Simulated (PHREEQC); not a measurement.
Ca(OH)2 is added in steps, without added water, to 1 kg of water holding 16 mmol/kgw HF, 0.42 mmol/kgw KF and 0.29 mmol/kgw H2SO4, at 80 °C. O2 is buffered at 0.21 atm. CO2 from the air is kept out. No solid was allowed to form.

Base run: PHREEQC, ion-association model, wateq4f.dat. Each further column changes one thing. The table gives pH.

| Ca(OH)2 added (mol) | base | temperature from 80 to 75 °C | HF left out | diluted 2-fold with water | solids may form |
|---|---|---|---|---|---|
| 0 | 2.73 | 2.71 | 3.52 | ___ | 2.73 |
| 0.00075 | 2.90 | 2.87 | 9.55 | 3.16 | 2.76 |
| 0.00175 | 3.12 | 3.09 | 10.04 | 3.52 | 2.79 |
| 0.0025 | 3.27 | 3.24 | ___ | 3.80 | 2.82 |
| 0.00325 | 3.42 | 3.38 | 10.33 | 4.16 | 2.86 |
| 0.00425 | 3.61 | 3.57 | 10.45 | 8.88 | 2.91 |
| 0.005 | 3.76 | 3.72 | 10.52 | ___ | 2.96 |
| 0.00575 | 3.93 | 3.89 | 10.58 | 10.05 | ___ |
| 0.00675 | 4.21 | 4.17 | 10.65 | ___ | 3.18 |
| 0.0075 | 4.55 | 4.50 | 10.70 | 10.37 | 3.40 |
| 0.00825 | 5.88 | 5.84 | ___ | 10.45 | 4.62 |
| 0.00925 | 9.82 | 9.92 | 10.78 | 10.54 | 9.86 |
| 0.01 | 10.07 | 10.16 | 10.82 | 10.60 | 10.10 |

Task: What belongs in the gaps?

Result: 
- 0, diluted 2-fold with water: 2.89
- 0.0025, HF left out: 10.21
- 0.005, diluted 2-fold with water: 9.78
- 0.00575, solids may form: 3.03
- 0.00675, diluted 2-fold with water: 10.26
- 0.00825, HF left out: 10.74

In at least one series the solution becomes supersaturated in solids that the run did not let form, among them Fluorite. Constants without temperature data keep their 25 °C values here. Solids allowed in the column 'solids may form': Gypsum, Fluorite, Portlandite.
